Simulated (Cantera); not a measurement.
Charge: 1 mol ZrN, 1.6 mol H₂, at 2200 °C and 5780 Torr.

Method: chemical equilibrium by Gibbs-energy minimisation in Cantera with the NASA 1993 tables (ideal gas, pure condensed phases). ZrN: taken at fixed stoichiometry. The numbers say what is thermodynamically allowed, not how fast it happens.

| species | before | after |
|---|---|---|
| H₂ | 0.992 | 1.000 |
| H | 0.00800 | 0.000104 |
| ZrN(s), mol | 1.000 | 1.00 |
Gas species are given as mole fractions.

Task: What was changed between the two runs?
A) temperature from 2200 °C to 2302 °C
B) 0.028 mol NH₃ added
C) temperature from 2200 °C to 1502 °C
D) pressure from 5780 Torr to 1.95 Torr

Result: C, temperature from 2200 °C to 1502 °C
